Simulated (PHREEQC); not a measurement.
Solution (25 °C): 0.21 mol NH3 and 0.0073 mol NaAlO2 per kg of water. Closed to the air; pH follows from the charge balance.

Computed with PHREEQC (ion-association model, phreeqc.dat).

```
quantity                   before    after
------------------------  -------  -------
pH                          11.28    11.13
ionic strength (mol/kgw)  0.00943  0.00512
NH4+ (mol/kgw)            0.00213  0.00147
SI of Gibbsite (Al(OH)3)    +1.10    +0.96
```

Task: Name the change that produced these shifts.
A. NH3 replaced by NH4HSO4 at the same molality
B. NaAlO2 from 0.0073 to 0.00365 mol/kgw
C. NH3 from 0.21 to 0.315 mol/kgw
D. diluted 2-fold with water
E. temperature from 25 to 90 °C

Result: D, diluted 2-fold with water

This is a speciation only: nothing precipitates in the calculation. Some of these states are supersaturated (in Gibbsite (slow to form), for instance).
